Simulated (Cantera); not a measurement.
Cantera run:

```python
import numpy as np
import cantera as ct

gas_names = """
    C CH CH2 CH3 CH2OH CH3O CH4 CH3OH CO CO2 COOH C2 C2H CHCO,ketyl C2H2,acetylene C2H2,vinylidene
    CH2CO,ketene C2H3,vinyl CH3CO,acetyl C2H4 C2H4O,ethylen CH3CHO,ethanal CH3COOH (HCOOH)2 C2H5 C2H6
    CH3OCH3 C2H5OH C2O C3 C3H3,propargyl C3H4,allene C3H4,propyne C3H4,cyclo- C3H5,allyl C3H6,propylene
    C3H6,cyclo- C3H6O C3H7,n-propyl C3H7,i-propyl C3H8 C3H8O,1propanol C3H8O,2propanol C3O2 C4 C4H2
    C4H4,1,3-cyclo- C4H6,butadiene C4H6,2-butyne C4H6,cyclo- C4H8,1-butene C4H8,cis2-buten
    C4H8,tr2-butene C4H8,isobutene C4H8,cyclo- (CH3COOH)2 C4H9,n-butyl C4H9,i-butyl C4H9,s-butyl
    C4H9,t-butyl C4H10,isobutane C4H10,n-butane C5 C5H6,1,3cyclo- C5H8,cyclo- C5H10,1-pentene
    C5H10,cyclo- C5H11,pentyl C5H11,t-pentyl C5H12,n-pentane C5H12,i-pentane CH3C(CH3)2CH3 C6H2
    C6H5,phenyl C6H5O,phenoxy C6H6 C6H5OH,phenol C6H10,cyclo- C6H12,1-hexene C6H12,cyclo- C6H13,n-hexyl
    C7H7,benzyl C7H8 C7H8O,cresol C7H14,1-heptene C7H15,n-heptyl C7H16,n-heptane C8H8,styrene
    C8H10,ethylbenz C8H16,1-octene C8H17,n-octyl C8H18,isooctane C8H18,n-octane C9H19,n-nonyl
    C10H8,naphthale C10H21,n-decyl C12H9,o-bipheny C12H10,bipheny H HCO HO2 H2 HCHO,formaldehy HCOOH H2O
    H2O2 O OH O2 O3 Ti TiO TiO2
""".split()
cond_names = """
    C(gr) C6H6(L) C7H8(L) C8H18(L),n-octa H2O(s) H2O(L) Ti(a) Ti(b) Ti(L) TiC(s) TiC(L) TiO(a) TiO(b)
    TiO(L) TiO2(ru) TiO2(L) Ti2O3(a) Ti2O3(b) Ti2O3(L) Ti3O5(a) Ti3O5(b) Ti3O5(L) Ti4O7(s) Ti4O7(L)
""".split()


def load(file, names, dense=False):
    # The tables refer to 1 bar. Condensed volumes are neglected.
    table = {s.name: s for s in ct.Species.list_from_file(file)}
    out = []
    for n in names:
        d = dict(table[n].input_data)
        d["thermo"] = dict(d["thermo"], **{"reference-pressure": 1e5})
        if dense:
            d["equation-of-state"] = {"model": "constant-volume", "density": "1e6 g/cm^3"}
        out.append(ct.Species.from_dict(d))
    return out


gas = ct.Solution(thermo="ideal-gas", species=load("nasa_gas.yaml", gas_names))
cond = {s.name: ct.Solution(thermo="fixed-stoichiometry", species=[s], name=s.name)
        for s in load("nasa_condensed.yaml", cond_names, dense=True)}
atoms = {
    'TiO2': {'Ti': 1, 'O': 2},
    'CO': {'C': 1, 'O': 1},
    'H2': {'H': 2},
}
top_T = {'C(gr)': 4500}  # K; cautious upper limits of use, not melting points


def equilibrate(T, P, feed):
    n = {}
    for name, mol in feed.items():
        for a, k in atoms[name].items():
            n[a] = n.get(a, 0.0) + k * mol
    gas.TPX = T, P, n
    mass = sum(n.values()) * gas.mean_molecular_weight
    gas.equilibrate("TP")
    valid = [c for c in cond.values() if c.min_temp <= T <= top_T.get(c.name, c.max_temp)]
    mix = ct.Mixture([(gas, mass / gas.mean_molecular_weight)] + [(c, 0.0) for c in valid])
    mix.T, mix.P = T, P
    mix.equilibrate("TP", solver="vcs", rtol=1e-11, max_steps=5000)
    return mix


results = []
feed = {'TiO2': 1, 'CO': 1.5, 'H2': 0.15}  # mol
P = 18  # Pa
for T in [1198, 1298, 1398, 1498, 1598, 1698, 1798, 1898, 1998, 2098, 2198]:
    mix = equilibrate(T, P, feed)
    results.append((T, P, feed, dict(zip(mix.species_names, mix.species_moles))))

top = {s: max(r[3][s] / sum(r[3][g] for g in gas_names) for r in results) for s in gas_names}
cols = sorted((s for s in top if top[s] > 0.0001), key=lambda s: -top[s])[:9]
seen = [c for c in cond_names if any(r[3].get(c, 0) > 1e-12 for r in results)]
print("log10 of partial pressures in bar; condensed amounts in mol")
print(f"{'T/K':>10s}" + "".join(f"{s[:9]:>10s}" for s in cols + seen))
for T, P, feed, n in results:
    ng = sum(n[g] for g in gas_names)
    print(f"{T:10.4g}" + "".join(f"{np.log10(max(n[s] / ng * P / 1e5, 1e-99)):10.3f}" for s in cols)
          + "".join(f"{n.get(c, 0):10.4g}" for c in seen))
```

Output:

```
log10 of partial pressures in bar; condensed amounts in mol
       T/K        CO       CO2        H2         H       H2O      TiO2         O        OH        O2  TiO2(ru)  Ti4O7(s)  Ti4O7(L)
      1198    -3.786    -6.905    -4.787    -9.114    -7.770   -17.448   -18.517   -14.200   -21.795    0.9948  0.001297         0
      1298    -3.787    -6.563    -4.787    -8.364    -7.320   -15.357   -16.377   -12.784   -19.218    0.9882  0.002945         0
      1398    -3.788    -6.265    -4.790    -7.720    -6.932   -13.571   -14.538   -11.567   -17.001    0.9758  0.006054         0
      1498    -3.789    -6.002    -4.794    -7.162    -6.595   -12.028   -12.940   -10.511   -15.072    0.9542   0.01146         0
      1598    -3.791    -5.768    -4.803    -6.675    -6.303   -10.683   -11.538    -9.585   -13.377    0.9191   0.02022         0
      1698    -3.794    -5.558    -4.819    -6.249    -6.051    -9.501   -10.296    -8.770   -11.875    0.8657   0.03357         0
      1798    -3.799    -5.370    -4.848    -5.877    -5.838    -8.453    -9.190    -8.050   -10.533    0.7893   0.05266         0
      1898    -3.807    -5.201    -4.897    -5.556    -5.668    -7.519    -8.196    -7.414    -9.327    0.6862   0.07838         0
      1998    -3.827    -4.913    -5.008    -5.299    -5.434    -6.681    -7.153    -6.727    -7.944    0.3956         0    0.1506
      2098    -3.859    -4.704    -5.172    -5.098    -5.323    -5.975    -6.247    -6.175    -6.769         0         0    0.2474
      2198    -3.871    -4.774    -5.299    -4.904    -5.480    -5.408    -5.703    -5.941    -6.258         0         0      0.24
```

These are equilibrium values from Cantera (NASA tables, ideal gas, pure condensed phases), not measurements of a reactor. Mutual solubility and eutectic melting of coexisting phases are not modelled. Condensed phases not in the tables: Magnéli phases beyond Ti4O7.
